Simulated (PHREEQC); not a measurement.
Consider water at 25 °C with 0.0067 mol/kgw CdSO4, 5.6e-05 mol/kgw H3BO3 and 0.13 mol/kgw NiCl2. Closed to the air; pH follows from the charge balance.

Equilibrium calculation in PHREEQC: ion-association model, wateq4f.dat.

| quantity | before | after |
|---|---|---|
| pH | 5.65 | 5.74 |
| ionic strength (mol/kgw) | 0.339 | 0.183 |
| Ni+2 (mol/kgw) | 0.105 | 0.0557 |
| NiCl+ (mol/kgw) | 0.0156 | 0.00494 |
| NiCl2 (mol/kgw) | 0.00577 | 0.00108 |
| SI of Ni(OH)2 (Ni(OH)2) | -1.02 | -1.08 |

### Question
What was changed between the two runs?
A. NiCl2 from 0.13 to 0.065 mol/kgw
B. H3BO3 left out
C. 0.18 mol/kgw Cd(NO3)2 added
D. CdSO4 left out

### Answer
A, NiCl2 from 0.13 to 0.065 mol/kgw

Precipitation was switched off in this run.
